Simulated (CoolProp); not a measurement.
Aqueous calcium chloride as a coolant, 24 % by mass, freezing at -26.4 °C, 1 atm.

Computed with CoolProp (Melinder's fits for secondary coolants).

```
T (°C)  cp (kJ/(kg K))  viscosity (mPa s)  Prandtl number  conductivity (W/(m K))
------  --------------  -----------------  --------------  ----------------------
-22.1            2.827               8.10            44.9                   0.509
-17.5            2.844               6.80            37.5                   0.516
-12.9                …               5.78               …                   0.522
-8.3             2.876               4.96            27.0                   0.529
-3.7             2.891               4.30            23.2                   0.536
1                    …               3.76            20.1                       …
5.6              2.919               3.32            17.7                   0.549
10.2             2.932               2.96            15.6                   0.555
14.8             2.945               2.65            13.9                       …
19.4             2.956               2.39            12.4                   0.568
24.1             2.968               2.17            11.2                   0.575
28.7                 …               1.98            10.1                   0.582
33.3             2.988               1.81            9.19                   0.588
```

Q: Fill in the missing entries.

A: 
- -12.9, cp (kJ/(kg K)): 2.860
- -12.9, Prandtl number: 31.6
- 1, cp (kJ/(kg K)): 2.905
- 1, conductivity (W/(m K)): 0.542
- 14.8, conductivity (W/(m K)): 0.562
- 28.7, cp (kJ/(kg K)): 2.978
